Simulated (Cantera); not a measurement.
What does this Cantera script print?

```python
import numpy as np
import cantera as ct

gas_names = """
    CL CL2 H HCL H2 N NH NH2 NH3 N2 N2H2 N2H4 Si SiCL SiCL2 SiCL3 SiCL4 SiH SiHCL3 SiH2 SiH2CL2 SiH3
    SiH3CL SiH4 SiN Si2 Si2N Si3
""".split()
cond_names = """
    NH4CL(a) NH4CL(b) Si(cr) Si(L) Si3N4(a)
""".split()


# ... load() reads the species with a 1 bar reference pressure and builds the phases ...
atoms = {
    'SiH2Cl2': {'Si': 1, 'H': 2, 'CL': 2},
    'N2': {'N': 2},
}
top_T = {'Si3N4(a)': 2400}  # K; cautious upper limits of use, not melting points


# ... equilibrate(T, P, feed) seeds the gas with the atoms and calls Mixture.equilibrate('TP', solver="vcs", rtol=1e-11, max_steps=5000) ...
results = []
feed = {'SiH2Cl2': 1, 'N2': 62}  # mol
P = 12000  # Pa
for T in [1023, 1123, 1223, 1323, 1423, 1523, 1623, 1723]:
    mix = equilibrate(T, P, feed)
    results.append((T, P, feed, dict(zip(mix.species_names, mix.species_moles))))

top = {s: max(r[3][s] / sum(r[3][g] for g in gas_names) for r in results) for s in gas_names}
cols = sorted((s for s in top if top[s] > 0.001), key=lambda s: -top[s])[:7]
seen = [c for c in cond_names if any(r[3].get(c, 0) > 1e-12 for r in results)]
print("log10 of partial pressures in bar; condensed amounts in mol")
print(f"{'T/K':>10s}" + "".join(f"{s[:9]:>10s}" for s in cols + seen))
for T, P, feed, n in results:
    ng = sum(n[g] for g in gas_names)
    print(f"{T:10.4g}" + "".join(f"{np.log10(max(n[s] / ng * P / 1e5, 1e-99)):10.3f}" for s in cols)
          + "".join(f"{n.get(c, 0):10.4g}" for c in seen))
```

Output:

```
log10 of partial pressures in bar; condensed amounts in mol
       T/K        N2       HCL        H2     SiCL2     SiCL4  Si3N4(a)
      1023    -0.934    -2.558    -3.290    -7.853    -3.592    0.2882
      1123    -0.934    -2.547    -3.323    -6.593    -3.628    0.2914
      1223    -0.934    -2.538    -3.348    -5.547    -3.666    0.2932
      1323    -0.934    -2.535    -3.361    -4.679    -3.729    0.2919
      1423    -0.934    -2.541    -3.341    -3.985    -3.882    0.2814
      1523    -0.934    -2.572    -3.260    -3.500    -4.242    0.2535
      1623    -0.935    -2.638    -3.133    -3.213    -4.830    0.2116
      1723    -0.935    -2.736    -3.016    -3.046    -5.516    0.1668
```

Equilibrium computed with Cantera from the NASA thermochemical tables; the gas is ideal and each condensed phase is pure. N2 is the only nitrogen source here; it is nearly inert below about 1500 K, so the nitride shown seldom forms there in practice. The tables' values for SiCl3 are old estimates; treat these amounts as uncertain.
